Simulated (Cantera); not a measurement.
An adiabatic, constant-pressure homogeneous reactor starts with CH₄ : O₂ : N₂ = 1 : 1.11 : 4.78 (molar parts), at 1300 K and 10.0 bar.

Model: GRI-Mech 3.0 (53 species, 325 reactions), integrated in Cantera.

**Question.** Predict: time of steepest temperature rise; temperature at 0.200 s; equilibrium temperature; x(O₂) at 0.200 s; x(NO) at 0.200 s; x(HCO) at 0.200 s.

**Answer.** 
```
Property                                                             Value
---------------------------------  ---------------------------------------
time of steepest temperature rise                                  2.28 ms
temperature at 0.200 s                                              2414 K
equilibrium temperature                                             2414 K
x(O₂) at 0.200 s                   1.93e-6 (gas-phase equilibrium 1.93e-6)
x(NO) at 0.200 s                   5.28e-5 (gas-phase equilibrium 5.28e-5)
x(HCO) at 0.200 s                  3.28e-7 (gas-phase equilibrium 3.28e-7)
```
